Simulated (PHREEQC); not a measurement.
Make-up at 40 °C: 5.4e-05 mol NaHCO3 and 0.023 mol NaCl per kg of water. Closed to the air; pH follows from the charge balance.

Computed with PHREEQC (ion-association model, wateq4f.dat).

This is a speciation only: nothing precipitates in the calculation.

What pH does the model give?

pH 7.67.

In which forms is C present?

HCO3- 95 %, CO2 3.5 %, NaHCO3 0.9 % of the C.

Constants without temperature data keep their 25 °C values here.
